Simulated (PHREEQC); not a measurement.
Dissolve 0.063 mol/kgw HCl, 0.012 mol/kgw MnSO4 and 0.00044 mol/kgw Na2SO4 at 53 °C. Closed to the air; pH follows from the charge balance.

Model: ion-association model, phreeqc.dat, run in PHREEQC.

| quantity | before | after |
|---|---|---|
| pH | 1.35 | 1.28 |
| ionic strength (mol/kgw) | 0.0881 | 0.0636 |
| HSO4- (mol/kgw) | 0.00919 | 0.000369 |
| SO4-2 (mol/kgw) | 0.00229 | 7.14e-5 |
| NaSO4- (mol/kgw) | 4.35e-6 | 1.52e-7 |
| SI of Halite (NaCl) | -6.08 | -6.05 |

Q: Which change was made?
(A) diluted 2-fold with water
(B) diluted 5-fold with water
(C) MnSO4 left out
(D) temperature from 53 to 40 °C
(E) 0.0016 mol/kgw HF added

A: C, MnSO4 left out

Precipitation was switched off in this run. At this temperature some constants are extrapolated from 25 °C, and those without enthalpy data are left unchanged.
